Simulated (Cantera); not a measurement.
An isothermal, constant-pressure homogeneous reactor starts with NO : N2 = 1 : 12 (molar parts), at 2073 K and 0.132 atm. Integrator tolerance rtol = 1e-08.

Model: GRI-Mech 3.0 (53 species, 325 reactions), integrated in Cantera.

Problem. What does this change do: N2 12 to 7.7 parts?

Solution. 
```tsv
quantity	before	after
x(NO) at 4.00 s	0.0336 (gas-phase equilibrium 0.00426)	0.0383 (gas-phase equilibrium 0.00519)
x(O2) at 4.00 s	0.0214 (gas-phase equilibrium 0.0360)	0.0380 (gas-phase equilibrium 0.0545)
x(NO2) at 4.00 s	6.04e-6 (gas-phase equilibrium 9.87e-7)	9.13e-6 (gas-phase equilibrium 1.48e-6)
x(N2) at 4.00 s	0.944 (gas-phase equilibrium 0.959)	0.923 (gas-phase equilibrium 0.940)
x(N2O) at 4.00 s	5.58e-7 (gas-phase equilibrium 9.61e-8)	6.97e-7 (gas-phase equilibrium 1.16e-7)
```
